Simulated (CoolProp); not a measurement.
Properties of benzene along the isotherm 346.85 °C (Tc = 288.9 °C, pc = 4.906 MPa, ω = 0.211).

Values from CoolProp's reference Helmholtz-energy equation of state, Thol 2012.

```json
[
 {"p (MPa)": "0.669", "phase": "gas", "speed of sound (m/s)": "255.8", "expansivity (1/kK)": "1.814", "viscosity (µPa s)": "15.6", "conductivity (mW/(m K))": "43.7"},
 {"p (MPa)": "1.34", "phase": "gas", "speed of sound (m/s)": "___", "expansivity (1/kK)": "___", "viscosity (µPa s)": "15.7", "conductivity (mW/(m K))": "44.4"},
 {"p (MPa)": "2.01", "phase": "gas", "speed of sound (m/s)": "238.8", "expansivity (1/kK)": "2.356", "viscosity (µPa s)": "15.8", "conductivity (mW/(m K))": "45.2"},
 {"p (MPa)": "2.68", "phase": "gas", "speed of sound (m/s)": "229.6", "expansivity (1/kK)": "2.730", "viscosity (µPa s)": "15.9", "conductivity (mW/(m K))": "46.1"},
 {"p (MPa)": "3.35", "phase": "gas", "speed of sound (m/s)": "220.0", "expansivity (1/kK)": "___", "viscosity (µPa s)": "16.1", "conductivity (mW/(m K))": "47.3"},
 {"p (MPa)": "4.01", "phase": "gas", "speed of sound (m/s)": "209.9", "expansivity (1/kK)": "3.835", "viscosity (µPa s)": "16.5", "conductivity (mW/(m K))": "48.7"},
 {"p (MPa)": "4.68", "phase": "gas", "speed of sound (m/s)": "199.3", "expansivity (1/kK)": "4.690", "viscosity (µPa s)": "17.1", "conductivity (mW/(m K))": "50.5"},
 {"p (MPa)": "5.35", "phase": "supercritical", "speed of sound (m/s)": "___", "expansivity (1/kK)": "___", "viscosity (µPa s)": "18.1", "conductivity (mW/(m K))": "52.8"},
 {"p (MPa)": "6.02", "phase": "supercritical", "speed of sound (m/s)": "177.8", "expansivity (1/kK)": "7.535", "viscosity (µPa s)": "19.5", "conductivity (mW/(m K))": "___"},
 {"p (MPa)": "6.69", "phase": "supercritical", "speed of sound (m/s)": "___", "expansivity (1/kK)": "9.804", "viscosity (µPa s)": "21.6", "conductivity (mW/(m K))": "59.0"},
 {"p (MPa)": "7.36", "phase": "supercritical", "speed of sound (m/s)": "161.5", "expansivity (1/kK)": "___", "viscosity (µPa s)": "24.6", "conductivity (mW/(m K))": "62.7"}
]
```

Q: Some entries are withheld; supply them.

A: 
- 1.34, speed of sound (m/s): 247.5
- 1.34, expansivity (1/kK): 2.057
- 3.35, expansivity (1/kK): 3.212
- 5.35, speed of sound (m/s): 188.4
- 5.35, expansivity (1/kK): 5.875
- 6.02, conductivity (mW/(m K)): 55.6
- 6.69, speed of sound (m/s): 168.3
- 7.36, expansivity (1/kK): 12.55

Viscosity comes from a separate model (Avgeri 2014). Thermal conductivity comes from a separate model (Assael 2012).
